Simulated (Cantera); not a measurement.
A closed system holds: 1 mol n-butane, 0.7 mol H₂, held at 2025 K and 20.0 Pa.

These are equilibrium values from Cantera (NASA tables, ideal gas, pure condensed phases), not measurements of a reactor. Candidate condensed phases: C, C₆H₆, C₇H₈, C₈H₁₈; 76 gas species. The numbers say what is thermodynamically allowed, not how fast it happens.

Base state: H₂ 0.872, H 0.127, C₂H₂ (acetylene) 0.000789 (mole fractions); condensed: C(graphite).

Task: What changes in the equilibrium state with this change: temperature from 2025 K to 798.15 K?

Result: 
```tsv
species	before	after
H₂	0.872	1.000
CH₄	6.05e-8	0.000277
H	0.127	<1e-9
C₂H₂ (acetylene)	0.000789	<1e-9
C(graphite), mol	3.99	4.00
```
